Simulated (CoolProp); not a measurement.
Propylene along the isotherm 383.2 K: fugacity coefficient from the reference equation and from simpler models built on Tc = 364.2 K, pc = 4.555 MPa, ω = 0.146; each cubic takes its own stable root.

The numbers come from the reference Helmholtz-energy equation of state, Lemmon 2013 in CoolProp.

| p (MPa) | phase | reference | van der Waals | Redlich-Kwong | Soave-Redlich-Kwong | Peng-Robinson |
|---|---|---|---|---|---|---|
| 4.55 | gas | 0.7206 | 0.7382 | 0.7195 | 0.7241 | 0.7002 |
| 9.11 | supercritical | 0.4751 | 0.4992 | 0.4817 | 0.4906 | 0.4648 |
| 13.7 | supercritical | 0.3700 | 0.4088 | 0.3818 | 0.3899 | 0.3633 |
| 18.2 | supercritical | 0.3210 | 0.3713 | 0.3352 | 0.3428 | 0.3147 |
| 22.8 | supercritical | 0.2940 | 0.3557 | 0.3099 | 0.3172 | 0.2870 |
| 27.3 | supercritical | 0.2796 | 0.3529 | 0.2968 | 0.3041 | 0.2714 |
| 31.9 | supercritical | 0.2722 | 0.3583 | 0.2906 | 0.2980 | 0.2624 |
| 36.4 | supercritical | 0.2698 | 0.3698 | 0.2895 | 0.2969 | 0.2582 |
| 41 | supercritical | 0.2710 | 0.3868 | 0.2919 | 0.2996 | 0.2572 |
| 45.5 | supercritical | 0.2749 | 0.4082 | 0.2972 | 0.3051 | 0.2588 |
